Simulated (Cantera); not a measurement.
A Cantera script and what it prints.

```python
import numpy as np
import cantera as ct

gas_names = """
    O2 SiO ZrO2 CO
""".split()
cond_names = """
    Si(cr) Si(L) Ta(cr) Ta(L) Ta2O5(s) Ta2O5(L) Ti(a) Ti(b) Ti(L) Ti4O7(s) Ti4O7(L) Zr(a) Zr(b) Zr(L)
    C(gr) Ti2O3(a) Ti2O3(b) Ti2O3(L)
""".split()


def load(file, names, dense=False):
    # The tables refer to 1 bar. Condensed volumes are neglected.
    table = {s.name: s for s in ct.Species.list_from_file(file)}
    out = []
    for n in names:
        d = dict(table[n].input_data)
        d["thermo"] = dict(d["thermo"], **{"reference-pressure": 1e5})
        if dense:
            d["equation-of-state"] = {"model": "constant-volume", "density": "1e6 g/cm^3"}
        out.append(ct.Species.from_dict(d))
    return out


species = {s.name: s for s in load("nasa_gas.yaml", gas_names) + load("nasa_condensed.yaml", cond_names)}
# Each term lists the table entries of one substance; the one whose range holds T is used.
reactions = {
    '2 Si + O2(g) = 2 SiO(g)':
        [(-2, ['Si(cr)', 'Si(L)']), (-1, ['O2']), (2, ['SiO'])],
    '0.8 Ta + O2(g) = 0.4 Ta2O5':
        [(-0.8, ['Ta(cr)', 'Ta(L)']), (-1, ['O2']), (0.4, ['Ta2O5(s)', 'Ta2O5(L)'])],
    '1.143 Ti + O2(g) = 0.2857 Ti4O7':
        [(-1.1428571428571428, ['Ti(a)', 'Ti(b)', 'Ti(L)']), (-1, ['O2']), (0.2857142857142857, ['Ti4O7(s)', 'Ti4O7(L)'])],
    'Zr + O2(g) = ZrO2(g)':
        [(-1, ['Zr(a)', 'Zr(b)', 'Zr(L)']), (-1, ['O2']), (1, ['ZrO2'])],
    '2 C + O2(g) = 2 CO(g)':
        [(-2, ['C(gr)']), (-1, ['O2']), (2, ['CO'])],
    '1.333 Ti + O2(g) = 0.6667 Ti2O3':
        [(-1.3333333333333333, ['Ti(a)', 'Ti(b)', 'Ti(L)']), (-1, ['O2']), (0.6666666666666666, ['Ti2O3(a)', 'Ti2O3(b)', 'Ti2O3(L)'])],
}


def pick(names, T):
    return next(species[n] for n in names if species[n].thermo.min_temp <= T <= species[n].thermo.max_temp)


results = []
for label, terms in reactions.items():
    print(label)
    print("     T/K   dH/kJ  dS/(J/K)   dG/kJ   log10 K")
    for T in [300, 1300, 1500, 1700, 1900, 2100, 2300, 2500, 2700]:
        used = [(nu, pick(names, T)) for nu, names in terms]
        dH = sum(nu * s.thermo.h(T) for nu, s in used) / 1e6
        dS = sum(nu * s.thermo.s(T) for nu, s in used) / 1e3
        dG = dH - T * dS / 1e3
        logK = -dG * 1e6 / (ct.gas_constant * T * np.log(10))
        results.append((label, T, dH, dS, dG, logK, [s.name for _, s in used]))
        print(f"{T:8g} {dH:8.1f} {dS:8.1f} {dG:8.1f} {logK:8.2f}")
```

It prints:

```
2 Si + O2(g) = 2 SiO(g)
     T/K   dH/kJ  dS/(J/K)   dG/kJ   log10 K
     300   -200.9    180.3   -255.0    44.39
    1300   -216.1    159.3   -423.2    17.00
    1500   -219.9    156.6   -454.8    15.84
    1700   -324.4     94.6   -485.2    14.91
    1900   -327.9     92.6   -503.9    13.85
    2100   -331.5     90.9   -522.3    12.99
    2300   -335.0     89.3   -540.3    12.27
    2500   -338.6     87.7   -558.0    11.66
    2700   -342.3     86.3   -575.4    11.13
0.8 Ta + O2(g) = 0.4 Ta2O5
     T/K   dH/kJ  dS/(J/K)   dG/kJ   log10 K
     300   -818.4   -181.0   -764.1   133.04
    1300   -805.1   -163.5   -592.5    23.80
    1500   -801.7   -161.1   -560.0    19.50
    1700   -798.3   -159.0   -528.0    16.22
    1900   -794.9   -157.1   -496.4    13.65
    2100   -742.9   -131.8   -466.1    11.59
    2300   -736.3   -128.8   -440.1     9.99
    2500   -729.9   -126.2   -414.6     8.66
    2700   -724.0   -123.9   -389.6     7.54
1.143 Ti + O2(g) = 0.2857 Ti4O7
     T/K   dH/kJ  dS/(J/K)   dG/kJ   log10 K
     300   -972.7   -183.5   -917.7   159.78
    1300   -965.5   -171.6   -742.5    29.83
    1500   -962.5   -169.4   -708.4    24.67
    1700   -960.0   -167.8   -674.7    20.73
    1900   -958.1   -166.8   -641.3    17.63
    2100   -907.9   -141.1   -611.6    15.21
    2300   -905.2   -139.9   -583.5    13.25
    2500   -902.6   -138.8   -555.7    11.61
    2700   -900.1   -137.8   -528.0    10.21
Zr + O2(g) = ZrO2(g)
     T/K   dH/kJ  dS/(J/K)   dG/kJ   log10 K
     300   -286.2     29.7   -295.1    51.38
    1300   -297.9     15.4   -317.9    12.77
    1500   -299.6     14.2   -320.8    11.17
    1700   -301.6     12.9   -323.5     9.94
    1900   -304.0     11.6   -326.0     8.96
    2100   -306.9     10.1   -328.2     8.16
    2300   -332.1     -1.7   -328.3     7.46
    2500   -336.7     -3.6   -327.7     6.85
    2700   -341.3     -5.4   -326.8     6.32
2 C + O2(g) = 2 CO(g)
     T/K   dH/kJ  dS/(J/K)   dG/kJ   log10 K
     300   -221.0    178.8   -274.7    47.82
    1300   -227.7    173.3   -453.0    18.20
    1500   -230.4    171.4   -487.5    16.98
    1700   -233.3    169.6   -521.6    16.03
    1900   -236.3    167.9   -555.4    15.27
    2100   -239.4    166.4   -588.8    14.65
    2300   -242.7    164.9   -621.9    14.12
    2500   -246.0    163.5   -654.8    13.68
    2700   -249.5    162.1   -687.3    13.30
1.333 Ti + O2(g) = 0.6667 Ti2O3
     T/K   dH/kJ  dS/(J/K)   dG/kJ   log10 K
     300  -1013.9   -194.4   -955.6   166.37
    1300   -999.7   -172.0   -776.1    31.18
    1500   -995.3   -168.9   -742.0    25.84
    1700   -991.7   -166.6   -708.5    21.77
    1900   -989.0   -165.1   -675.3    18.57
    2100  -1007.6   -174.7   -640.8    15.94
    2300   -937.1   -141.4   -612.0    13.90
    2500   -936.5   -141.1   -583.7    12.20
    2700   -935.9   -140.9   -555.6    10.75
```

Source: NASA polynomial tables (part measured, part estimated), evaluated in Cantera. Condensed species are held in their standard states even where they would react or evaporate.
